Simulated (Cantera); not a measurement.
An isothermal, constant-pressure homogeneous reactor starts with CH4 : H2 : N2 = 0.008 : 0.32 : 0.0017 (molar parts), at 2375 K and 0.0267 bar.

Detailed kinetics in Cantera: GRI-Mech 3.0 (53 species, 325 reactions). GRI-Mech 3.0 stops at C3 and has no aromatics, soot or wall deposition, so with more carbon than oxygen in the feed, carbon stays in small species such as C2H2 where larger ones or solid carbon would form. Radical loss at walls, strong at low pressure, is not modelled.

Q: Predict: x(CH4) at 5.00 s; x(H2) at 5.00 s; x(CH3) at 5.00 s; x(C2H2) at 5.00 s; x(CH2) at 5.00 s.

A: 
| Item | Result |
|---|---|
| x(CH4) at 5.00 s | 5.49e-6 (gas-phase equilibrium 5.16e-6) |
| x(H2) at 5.00 s | 0.901 (gas-phase equilibrium 0.901) |
| x(CH3) at 5.00 s | 9.25e-6 (gas-phase equilibrium 8.69e-6) |
| x(C2H2) at 5.00 s | 0.0112 (gas-phase equilibrium 0.00926) |
| x(CH2) at 5.00 s | 1.32e-6 (gas-phase equilibrium 1.24e-6) |
